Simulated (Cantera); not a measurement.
An isothermal, constant-pressure homogeneous reactor starts with NO : N2 = 1 : 1.1 (molar parts), at 1550 K and 353 Torr.

Computed with Cantera and GRI-Mech 3.0 (53 species, 325 reactions).

x: mole fraction; the columns are a selection and need not sum to one.

```
t (s)      x NO   x N2       x NO2        x O2       x N2O
--------  -----  -----  ----------  ----------  ----------
0.000300  0.476  0.524     4.63e-7    5.32e-10     5.47e-7
0.00108   0.476  0.524     1.90e-6     3.29e-9     1.95e-6
0.00387   0.476  0.524  (withheld)  (withheld)  (withheld)
0.0139    0.476  0.524  (withheld)  (withheld)  (withheld)
0.0500    0.476  0.524    0.000101     1.42e-5     5.38e-5
0.180     0.475  0.524    0.000174    0.000204     7.63e-5
0.646     0.474  0.525    0.000198     0.00105     7.68e-5
2.32      0.468  0.528    0.000260     0.00403     7.47e-5
8.35      0.447  0.538    0.000393      0.0142     6.79e-5
30.0      0.385  0.569    0.000570      0.0449     5.00e-5
```

Task: Fill in the missing entries.

Result: 
- 0.00387, x NO2: 7.23e-6
- 0.00387, x O2: 3.07e-8
- 0.00387, x N2O: 6.77e-6
- 0.0139, x NO2: 2.80e-5
- 0.0139, x O2: 5.24e-7
- 0.0139, x N2O: 2.17e-5
